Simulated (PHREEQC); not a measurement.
1 kg of water holding 0.13 mol CaCl2, 0.0045 mol MgCl2, 0.24 mol NaCl, 0.17 mol KCl and 0.0032 mol SrCl2 is evaporated at 25 °C; the solids stay in contact with the brine. No CO2 enters from the air. Solids allowed: Bischofite, Brucite, Carnallite, Halite, Portlandite, Sylvite, MgCl2_4H2O. Others were left out.

Model: Pitzer model, pitzer.dat, run in PHREEQC.

**Question.** Predict ionic strength, water activity at water left (kg) = 0.8219, 0.2533, 0.0293.

**Answer.** 
```json
[
 {"water left (kg)": "0.8219", "ionic strength": "1.00", "water activity": "0.976"},
 {"water left (kg)": "0.2533", "ionic strength": "3.25", "water activity": "0.914"},
 {"water left (kg)": "0.0293", "ionic strength": "15.4", "water activity": "0.492"}
]
```
